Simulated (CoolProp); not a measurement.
A simple Rankine cycle with water: condensing at 293.15 K, boiler at 0.51 MPa, turbine inlet 427.7 K, turbine efficiency 0.7, pump efficiency 0.7, no recuperator. Each further row changes one setting.

Computed with CoolProp (reference Helmholtz-energy equation of state, Wagner 2002).

```
case                             thermal efficiency (%)  net work (kJ/kg)  heat in (kJ/kg)  turbine exit temperature (K)  volume ratio over the turbine
-------------------------------  ----------------------  ----------------  ---------------  ----------------------------  -----------------------------
as stated                                          19.8               528             2670                         293.1                     (withheld)
turbine inlet 447.7 K                              19.9               539       (withheld)                         293.1                            131
condensing temperature 285.15 K                    20.9               565             2700                         285.1                     (withheld)
boiler pressure 0.357 MPa                    (withheld)               499       (withheld)                         293.1                     (withheld)
turbine efficiency 0.6                             17.0        (withheld)             2670                         293.1                     (withheld)
```

Q: Complete the blanks.

A: 
- as stated, volume ratio over the turbine: 136
- turbine inlet 447.7 K, heat in (kJ/kg): 2720
- condensing temperature 285.15 K, volume ratio over the turbine: 219
- boiler pressure 0.357 MPa, thermal efficiency (%): 18.6
- boiler pressure 0.357 MPa, heat in (kJ/kg): 2680
- boiler pressure 0.357 MPa, volume ratio over the turbine: 95.8
- turbine efficiency 0.6, net work (kJ/kg): 453
- turbine efficiency 0.6, volume ratio over the turbine: 141

The expansion ends wet for: as stated; turbine inlet 447.7 K; condensing temperature 285.15 K; boiler pressure 0.357 MPa; turbine efficiency 0.6.
